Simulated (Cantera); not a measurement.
A Cantera script and what it prints.

```python
import numpy as np
import cantera as ct

gas_names = """
    H H2 N NH NH2 NH3 N2 N2H2 N2H4 Si SiH SiH2 SiH3 SiH4 SiN Si2 Si2N Si3
""".split()
cond_names = """
    Si(cr) Si(L) Si3N4(a)
""".split()


# ... load() reads the species with a 1 bar reference pressure and builds the phases ...
atoms = {
    'SiH4': {'Si': 1, 'H': 4},
    'NH3': {'N': 1, 'H': 3},
    'N2': {'N': 2},
}
top_T = {'Si3N4(a)': 2400}  # K; cautious upper limits of use, not melting points


# ... equilibrate(T, P, feed) seeds the gas with the atoms and calls Mixture.equilibrate('TP', solver="vcs", rtol=1e-11, max_steps=5000) ...
results = []
feed = {'SiH4': 1, 'NH3': 1.1, 'N2': 1.9}  # mol
P = 32  # Pa
for T in [998, 1098, 1198, 1298, 1398, 1498, 1598, 1698, 1798, 1898, 1998, 2098]:
    mix = equilibrate(T, P, feed)
    results.append((T, P, feed, dict(zip(mix.species_names, mix.species_moles))))

top = {s: max(r[3][s] / sum(r[3][g] for g in gas_names) for r in results) for s in gas_names}
cols = sorted((s for s in top if top[s] > 0.001), key=lambda s: -top[s])[:7]
seen = [c for c in cond_names if any(r[3].get(c, 0) > 1e-12 for r in results)]
print("log10 of partial pressures in bar; condensed amounts in mol")
print(f"{'T/K':>10s}" + "".join(f"{s[:9]:>10s}" for s in cols + seen))
for T, P, feed, n in results:
    ng = sum(n[g] for g in gas_names)
    print(f"{T:10.4g}" + "".join(f"{np.log10(max(n[s] / ng * P / 1e5, 1e-99)):10.3f}" for s in cols)
          + "".join(f"{n.get(c, 0):10.4g}" for c in seen))
```

Output:

```
log10 of partial pressures in bar; condensed amounts in mol
       T/K        H2        N2        Si         H       Si2       SiH    Si(cr)     Si(L)  Si3N4(a)
       998    -3.668    -3.979   -20.363   -10.501   -30.186   -20.346         0         0    0.3333
      1098    -3.668    -3.979   -17.045    -9.441   -25.037   -17.393         0         0    0.3333
      1198    -3.668    -3.979   -14.286    -8.555   -20.755   -14.938         0         0    0.3333
      1298    -3.668    -3.979   -11.956    -7.804   -17.141   -12.866         0         0    0.3333
      1398    -3.668    -3.979    -9.963    -7.159   -14.051   -11.095         0         0    0.3333
      1498    -3.668    -3.979    -8.240    -6.599   -11.381    -9.564         0         0    0.3333
      1598    -3.719    -3.892    -7.029    -6.134    -9.638    -8.547    0.9981         0         0
      1698    -3.722    -3.893    -6.183    -5.701    -8.544    -7.851         0    0.9865         0
      1798    -3.731    -3.899    -5.511    -5.319    -7.732    -7.317         0    0.9369         0
      1898    -3.755    -3.916    -4.911    -4.985    -7.008    -6.848         0    0.7402         0
      1998    -3.824    -3.970    -4.377    -4.707    -6.370    -6.456         0         0         0
      2098    -3.862    -3.982    -4.379    -4.443    -6.761    -6.574         0         0         0
```

Equilibrium computed with Cantera from the NASA thermochemical tables; the gas is ideal and each condensed phase is pure. The tables' values for SiN are old estimates; treat these amounts as uncertain. Gases not in the tables: Si2H6 and higher silanes.
